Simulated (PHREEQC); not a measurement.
**Brackish or sea water: an equilibrium model**

Synthetic water in mg/L, 25 °C, pH 6.8, pe 11.4:

```
constituent         mg/L
------------------  ----
Na                  5510
K                   3.62
Ca                   993
Mg                   511
Cl                  7820
S(6) as SO4         5420
Alkalinity as HCO3   157
Cu(2)               32.4
```

Cl is adjusted to close the charge balance.
Valence states are taken as typed.

Computed with PHREEQC (ion-association model, wateq4f.dat).

Precipitation was switched off in this run.

### Question
What ionic strength, activity of water does the model give?

### Answer
ionic strength 0.366 mol/kgw; activity of water 0.991.

### Question
In which forms is Na present?

### Answer
Na+ 96 %, NaSO4- 3.8 % of the Na.

Examples of supersaturated solids here: Atacamite, Malachite. Others may be too.
